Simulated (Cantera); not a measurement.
Gas mixture: NO = 0.35 (molar parts), at 5.00 bar, frozen composition.

Cantera's kinetic-theory transport with the Lennard-Jones parameters of GRI-Mech 3.0, ideal gas; thermal conductivity in the mixture-averaged form. The composition is frozen, though it would react at the higher temperatures.

One state of this run: ρ (kg/m³) = 3.28; cp (J/kg/K) = 1028; μ (µPa s) = 28.9; λ (mW/m/K) = 42.0; Pr = 0.707; D (cm²/s) NO = 0.000; D (cm²/s) H = 0.714; D (cm²/s) N₂ = 0.118. D: mixture-averaged diffusion coefficient of that species in the mixture.

Which value of T (K) does it belong to?
(A) 550
(B) 400
(C) 1300
(D) 700

A, 550
